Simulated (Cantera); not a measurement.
Charge: 1 mol Ti(OiPr)4, 0.09 mol C3H8, equilibrated at 1075 K and 1.33 mbar.

Method: chemical equilibrium by Gibbs-energy minimisation in Cantera with the NASA 1993 tables (ideal gas, pure condensed phases). The feed counts by its element totals alone. Rates play no part.

```csv
species,before,after
H2,0.860,0.777
CO,0.140,0.217
H,3.73e-7,0.00552
C2H2 (acetylene),6.47e-9,8.78e-5
H2O,2.03e-5,8.37e-8
CH4,4.45e-5,7.41e-7
"C(graphite), mol",9.94,7.27
"Ti3O5(s), mol",0.333,0
"TiC(s), mol",0,1.00
```
Gas species are given as mole fractions.

Q: Name the change that produced these shifts.
A. temperature from 1075 K to 1598 K
B. pressure from 1.33 mbar to 0.133 bar
C. temperature from 1075 K to 1748 K
D. pressure from 1.33 mbar to 84.0 mbar

A: C, temperature from 1075 K to 1748 K. TiC: taken at fixed stoichiometry
